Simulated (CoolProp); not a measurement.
A simple Rankine cycle with cis-2-butene: condensing at 326.15 K, boiler at 1.11 MPa, turbine inlet 363.3 K, turbine efficiency 0.8, pump efficiency 0.8, no recuperator. Each further row changes one setting.

Model: reference Helmholtz-energy equation of state, Lemmon 2005, in CoolProp. It is a short technical equation, of lower accuracy than the large ones.

```json
[
 {"case": "as stated", "thermal efficiency (%)": "6.9", "net work (kJ/kg)": "27.6", "heat in (kJ/kg)": "402", "turbine exit temperature (K)": "334.1", "volume ratio over the turbine": "2.36"},
 {"case": "turbine inlet 383.3 K", "thermal efficiency (%)": "6.9", "net work (kJ/kg)": "30.5", "heat in (kJ/kg)": "443", "turbine exit temperature (K)": "355.6", "volume ratio over the turbine": "2.32"},
 {"case": "condensing temperature 318.15 K", "thermal efficiency (%)": "8.3", "net work (kJ/kg)": "34.9", "heat in (kJ/kg)": "421", "turbine exit temperature (K)": "327.4", "volume ratio over the turbine": "2.93"},
 {"case": "boiler pressure 0.777 MPa", "thermal efficiency (%)": "4.1", "net work (kJ/kg)": "17.1", "heat in (kJ/kg)": "416", "turbine exit temperature (K)": "347.9", "volume ratio over the turbine": "1.61"},
 {"case": "turbine efficiency 0.7", "thermal efficiency (%)": "6.0", "net work (kJ/kg)": "24.0", "heat in (kJ/kg)": "402", "turbine exit temperature (K)": "336.2", "volume ratio over the turbine": "2.38"}
]
```
